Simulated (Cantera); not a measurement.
Counterflow diffusion flame

A counterflow diffusion flame at 0.720 atm, nozzles 20 mm apart: fuel side CO : H₂ : CH₄ : N₂ = 1 : 0.51 : 0.091 : 0.26 (molar parts) at 525 K, oxidiser side O₂ : N₂ = 0.26 : 0.74 (molar parts) at 623 K, fuel mass flux 0.85 times the oxidiser's; mixture-averaged transport, no radiation.

Detailed kinetics in Cantera: GRI-Mech 3.0 (53 species, 325 reactions). GRI-Mech 3.0 has no aromatics or soot, which form on the fuel side of real flames. The maximum strain rate includes the flame's own expansion and is several times the mean.

| oxidiser flux (kg/m²/s) | max strain (1/s) | mean strain (1/s) | T max (K) | peak x OH | peak x H | peak x NO | peak x CO | peak x C₂H₂ |
|---|---|---|---|---|---|---|---|---|
| 0.44 | 384 | 109 | 2245 | 0.0156 | 0.0120 | 0.000214 | 0.553 | 0.00243 |
| 0.55 | 471 | 136 | 2215 | 0.0155 | 0.0128 | 0.000177 | 0.552 | 0.00246 |
| 0.68 | 572 | 168 | 2186 | 0.0155 | 0.0136 | 0.000150 | 0.552 | 0.00247 |
| 0.85 | 705 | 210 | 2155 | 0.0154 | 0.0144 | 0.000127 | 0.552 | 0.00247 |
| 1.1 | 897 | 272 | 2120 | 0.0151 | 0.0154 | 0.000107 | 0.552 | 0.00245 |
| 1.3 | 1050 | 322 | 2095 | 0.0149 | 0.0160 | 9.49e-5 | 0.552 | 0.00242 |
| 1.6 | 1280 | 396 | 2067 | 0.0147 | 0.0168 | 8.30e-5 | 0.552 | 0.00238 |
| 2 | 1580 | 495 | 2038 | 0.0144 | 0.0176 | 7.21e-5 | 0.552 | 0.00233 |
| 2.5 | 1950 | 618 | 2010 | 0.0140 | 0.0184 | 6.26e-5 | 0.552 | 0.00225 |
| 3.2 | 2470 | 791 | 1978 | 0.0136 | 0.0193 | 5.28e-5 | 0.551 | 0.00213 |
x: mole fraction; the columns are a selection and need not sum to one.
